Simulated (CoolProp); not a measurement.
Computed with CoolProp (reference Helmholtz-energy equation of state, Thol 2019).

Q: For dodecamethylpentasiloxane (MD3M), give the phase and the Z, speed of sound (m/s), Joule-Thomson coefficient (K/MPa), isothermal compressibility (1/MPa) at 475.4 K and 0.855 MPa; 555.7 K and 0.855 MPa; 587.9 K and 0.855 MPa.

A: 
- 475.4 K and 0.855 MPa: liquid; Z 0.120, speed of sound 466, Joule-Thomson coefficient -0.152, isothermal compressibility 0.00753
- 555.7 K and 0.855 MPa: liquid; Z 0.121, speed of sound 274, Joule-Thomson coefficient 0.373, isothermal compressibility 0.0258
- 587.9 K and 0.855 MPa: liquid; Z 0.128, speed of sound 189, Joule-Thomson coefficient 1.16, isothermal compressibility 0.0615
